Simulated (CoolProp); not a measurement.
Computed with CoolProp (reference Helmholtz-energy equation of state, Lemmon 2006). It is a short technical equation, of lower accuracy than the large ones.

For toluene, give the phase and the cv (kJ/(kg K)), speed of sound (m/s), expansivity (1/kK), viscosity (µPa s) at 346.85 °C and 44.4 bar.


- 346.85 °C and 44.4 bar: supercritical; cv 2.24, speed of sound 143, expansivity 11.1, viscosity 17.7

Viscosity comes from a separate model (Avgeri 2015).
